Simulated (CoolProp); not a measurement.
Vapour-liquid equilibrium of R125 (1) + R227EA (2) at 11.95 °C; x and y are mole fractions of (1).

Computed with CoolProp (multi-fluid Helmholtz-energy mixture model, Lemmon 2005 and Lemmon 2016; pair parameters Bell 2016).

**Question.** Give the bubble pressure and the first vapour's composition at x = 0.425, 0.725, 0.8. Is there an azeotrope?

**Answer.** x = 0.425: 0.5644 MPa, y = 0.664; x = 0.725: 0.7653 MPa, y = 0.871; x = 0.8: 0.8174 MPa, y = 0.910. No azeotrope shows between x = 0.05 and 0.95.

The pair parameters rest on a limited set of measurements; away from them the model extrapolates.
